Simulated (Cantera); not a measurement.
A closed system holds: 1 mol Fe, 20 mol CO, 19 mol H2, at 777 °C and 0.120 Torr.

Equilibrium computed with Cantera from the NASA thermochemical tables; the gas is ideal and each condensed phase is pure. Candidate condensed phases: C, C6H6, C7H8, C8H18, Fe, Fe(CO)5, FeO, Fe(OH)2, Fe(OH)3, Fe2O3, Fe3O4, H2O; 114 gas species. Rates play no part.

Base state: CO 0.513, H2 0.487 (mole fractions); condensed: Fe(α).

Task: What changes in the equilibrium state with this change: temperature from 777 °C to 1575 °C?

Result: 
```json
[
 {"species": "CO", "before": "0.513", "after": "0.493"},
 {"species": "H2", "before": "0.487", "after": "0.454"},
 {"species": "H", "before": "4.48e-7", "after": "0.0283"},
 {"species": "Fe", "before": "<1e-9", "after": "0.0246"},
 {"species": "Fe(α), mol", "before": "1.00", "after": "0"}
]
```
